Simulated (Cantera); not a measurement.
**Moist CO burnout**

An isothermal, constant-pressure homogeneous reactor starts with 0.0939 % CO, 6.01 % O2, 0.0347 % H2O, 93.9 % N2, at 925 K and 2930 Torr.

Detailed kinetics in Cantera: GRI-Mech 3.0 (53 species, 325 reactions).

```json
[
 {"t (s)": "0.000300", "x CO": "0.000939", "x O2": "0.0601", "x H2O": "0.000347", "x NO2": "<1e-12", "x H2": "<1e-12"},
 {"t (s)": "0.000744", "x CO": "0.000939", "x O2": "0.0601", "x H2O": "0.000347", "x NO2": "<1e-12", "x H2": "<1e-12"},
 {"t (s)": "0.00185", "x CO": "0.000939", "x O2": "0.0601", "x H2O": "0.000347", "x NO2": "<1e-12", "x H2": "<1e-12"},
 {"t (s)": "0.00458", "x CO": "0.000939", "x O2": "0.0601", "x H2O": "0.000347", "x NO2": "<1e-12", "x H2": "<1e-12"},
 {"t (s)": "0.0114", "x CO": "0.000939", "x O2": "0.0601", "x H2O": "0.000347", "x NO2": "<1e-12", "x H2": "<1e-12"},
 {"t (s)": "0.0282", "x CO": "0.000939", "x O2": "0.0601", "x H2O": "0.000347", "x NO2": "<1e-12", "x H2": "<1e-12"},
 {"t (s)": "0.0698", "x CO": "0.000939", "x O2": "0.0601", "x H2O": "0.000347", "x NO2": "<1e-12", "x H2": "<1e-12"},
 {"t (s)": "0.173", "x CO": "0.000939", "x O2": "0.0601", "x H2O": "0.000347", "x NO2": "<1e-12", "x H2": "<1e-12"},
 {"t (s)": "0.430", "x CO": "0.000939", "x O2": "0.0601", "x H2O": "0.000347", "x NO2": "<1e-12", "x H2": "<1e-12"},
 {"t (s)": "1.07", "x CO": "0.000938", "x O2": "0.0601", "x H2O": "0.000347", "x NO2": "<1e-12", "x H2": "6.03e-12"},
 {"t (s)": "2.64", "x CO": "0.000936", "x O2": "0.0601", "x H2O": "0.000347", "x NO2": "<1e-12", "x H2": "7.72e-11"},
 {"t (s)": "6.55", "x CO": "0.000923", "x O2": "0.0601", "x H2O": "0.000347", "x NO2": "<1e-12", "x H2": "9.92e-10"},
 {"t (s)": "16.3", "x CO": "0.000880", "x O2": "0.0600", "x H2O": "0.000347", "x NO2": "<1e-12", "x H2": "4.21e-9"},
 {"t (s)": "40.3", "x CO": "0.000783", "x O2": "0.0600", "x H2O": "0.000347", "x NO2": "6.98e-12", "x H2": "9.19e-9"},
 {"t (s)": "100", "x CO": "0.000591", "x O2": "0.0599", "x H2O": "0.000347", "x NO2": "4.06e-11", "x H2": "1.18e-8"}
]
```
x: mole fraction; the columns are a selection and need not sum to one.

Equilibrium at this temperature and pressure: CO <1e-12, O2 0.0596, H2O 0.000347, NO2 7.46e-7, H2 <1e-12 (gas phase only).
